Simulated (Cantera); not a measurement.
A closed system holds: 1 mol C₂H₆, 1.9 mol H₂, 6.3 mol N₂, at 1 atm.

Cantera equilibrium calculation (NASA polynomials, part measured and part estimated; ideal gas, pure solids and liquids). Candidate condensed phases: C, C₆H₆, C₇H₈, C₈H₁₈; 92 gas species. Rates play no part.

At 2348 K, list the 5 most abundant gas species with their mole fractions, and the condensed phases.

N₂ 0.548, H₂ 0.417, HCN 0.0226, H 0.00792, C₂H₂ (acetylene) 0.00228. Condensed: C(graphite).
